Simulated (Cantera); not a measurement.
**Hydrocarbon pyrolysis for carbon deposition**

An isothermal, constant-pressure homogeneous reactor starts with 38.5 % C2H6, 61.5 % N2, at 1975 K and 0.210 Torr.

Detailed kinetics in Cantera: GRI-Mech 3.0 (53 species, 325 reactions). GRI-Mech 3.0 stops at C3 and has no aromatics, soot or wall deposition, so with more carbon than oxygen in the feed, carbon stays in small species such as C2H2 where larger ones or solid carbon would form. Radical loss at walls, strong at low pressure, is not modelled.

| t (s) | x C2H6 | x HCN | x C2H2 | x C2H4 | x CH4 | x H2 |
|---|---|---|---|---|---|---|
| 0.000300 | 0.310 | 1.15e-9 | 6.06e-7 | 0.000630 | 0.00229 | 0.00149 |
| 0.00111 | 0.157 | 5.39e-7 | 0.000412 | 0.0245 | 0.0186 | 0.0339 |
| 0.00413 | 0.00705 | 6.28e-6 | 0.0386 | 0.0897 | 0.0728 | 0.148 |
| 0.0153 | 0.000106 | 1.36e-5 | 0.151 | 0.0321 | 0.0807 | 0.294 |
| 0.0569 | 2.30e-5 | 1.63e-5 | 0.190 | 0.00560 | 0.0625 | 0.352 |
| 0.211 | 6.18e-6 | 1.85e-5 | 0.202 | 0.00114 | 0.0425 | 0.383 |
| 0.783 | 1.54e-6 | 2.19e-5 | 0.210 | 0.000276 | 0.0214 | 0.408 |
| 2.91 | 1.35e-7 | 3.30e-5 | 0.215 | 2.94e-5 | 0.00492 | 0.426 |
| 10.8 | 6.47e-10 | 7.76e-5 | 0.216 | 1.81e-6 | 0.000220 | 0.427 |
| 40.0 | <1e-12 | 0.000134 | 0.214 | 4.63e-7 | 1.17e-6 | 0.416 |
x: mole fraction; the columns are a selection and need not sum to one.

Equilibrium at this temperature and pressure: C2H6 <1e-12, HCN 0.134, C2H2 0.144, C2H4 1.24e-7, CH4 4.72e-7, H2 0.398 (gas phase only).
